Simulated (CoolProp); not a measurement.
Vapour pressure (bar) of ethylene: the reference equation beside estimates from Tc = 9.2 °C, pc = 50.42 bar, ω = 0.087.

The numbers come from the reference Helmholtz-energy equation of state, Smukala 2000 in CoolProp.

```tsv
T (°C)	reference	van der Waals	Peng-Robinson
-140.75	0.05691	0.8954	0.06179
-136.65	0.08551	1.111	0.09170
-132.55	0.1251	1.363	0.1327
-128.55	0.1770	1.645	0.1861
-124.45	0.2473	1.975	0.2579
-120.35	0.3385	2.350	0.3505
-116.25	0.4549	2.772	0.4680
-112.25	0.5970	3.231	0.6111
-108.15	0.7769	3.755	0.7916
```

Absolute difference from the reference over all 9 rows, mean and median: van der Waals 790.9 and 698.6 %, Peng-Robinson 4.7 and 4.3 %.
